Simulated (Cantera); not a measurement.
An adiabatic, constant-pressure homogeneous reactor starts with CO : H₂ : O₂ : N₂ = 1 : 0.55 : 1.02 : 12.2 (molar parts), at 1650 K and 10.0 bar. Integrator tolerance rtol = 1e-08.

Model: GRI-Mech 3.0 (53 species, 325 reactions), integrated in Cantera. The hydrogen kinetics of GRI-Mech 3.0 are dated; newer H2 mechanisms differ, most at raised pressure.

| quantity | before | after |
|---|---|---|
| time of steepest temperature rise | 3.10 µs | 20.0 µs |
| temperature at 8.00 s | 2379 K | 2348 K |
| equilibrium temperature | 2379 K | 2348 K |
| x(CO) at 8.00 s | 0.00322 (gas-phase equilibrium 0.00322) | 0.00631 (gas-phase equilibrium 0.00631) |
| x(H₂) at 8.00 s | 0.000308 (gas-phase equilibrium 0.000308) | 0.000628 (gas-phase equilibrium 0.000628) |
| x(O₂) at 8.00 s | 0.0160 (gas-phase equilibrium 0.0160) | 0.0173 (gas-phase equilibrium 0.0173) |
| x(O) at 8.00 s | 0.000312 (gas-phase equilibrium 0.000312) | 0.000706 (gas-phase equilibrium 0.000706) |
| x(CO₂) at 8.00 s | 0.0681 (gas-phase equilibrium 0.0681) | 0.0648 (gas-phase equilibrium 0.0648) |
| x(N₂O) at 8.00 s | 9.83e-7 (gas-phase equilibrium 9.83e-7) | 3.72e-7 (gas-phase equilibrium 3.72e-7) |
| x(NO) at 8.00 s | 0.00534 (gas-phase equilibrium 0.00534) | 0.00523 (gas-phase equilibrium 0.00523) |

Which change was made?
A. initial temperature 1650 to 1423 K
B. N2 12.2 to 8.5 parts
C. pressure from 10.0 bar to 1.50 bar
D. pressure from 10.0 bar to 2.70 bar

C, pressure from 10.0 bar to 1.50 bar
